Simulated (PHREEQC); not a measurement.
# Copper plating or etch bath (model solution)

Dissolve 0.0011 mol/kgw CuSO4 at 70 °C. Closed to the air; pH follows from the charge balance.

All values are PHREEQC results (ion-association model, wateq4f.dat), not measurements.

This is a speciation only: nothing precipitates in the calculation.

What pH, ionic strength does the model give?

pH 4.88; ionic strength 0.00384 mol/kgw.

In which forms is S present?

SO4-2 87 %, CuSO4 12 % of the S.

Examples of supersaturated solids here: Tenorite (slow to form). Others may be too. Complexes and solids missing from the database can't appear. Constants without temperature data keep their 25 °C values here.
